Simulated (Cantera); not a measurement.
A closed system holds: 1 mol MgO, 6.7 mol NF3, at 1675 K and 6.70 Pa.

These are equilibrium values from Cantera (NASA tables, ideal gas, pure condensed phases), not measurements of a reactor. Candidate condensed phases: Mg, MgF2, MgO; 24 gas species. Kinetics and transport are ignored.

Base state: F 0.788, N2 0.146, MgF2 0.0436, O2 0.0213, O 0.000609, NO 0.000361 (mole fractions); condensed: gas only.

What changes in the equilibrium state with this change: temperature from 1675 K to 1125 K?


```json
[
 {"species": "F", "before": "0.788", "after": "0.824"},
 {"species": "N2", "before": "0.146", "after": "0.153"},
 {"species": "O2", "before": "0.0213", "after": "0.0228"},
 {"species": "MgF2", "before": "0.0436", "after": "3.57e-5"},
 {"species": "O", "before": "0.000609", "after": "8.51e-8"},
 {"species": "F2", "before": "1.38e-6", "after": "0.000520"},
 {"species": "NO", "before": "0.000361", "after": "1.54e-5"},
 {"species": "MgF2(s), mol", "before": "0", "after": "0.999"}
]
```
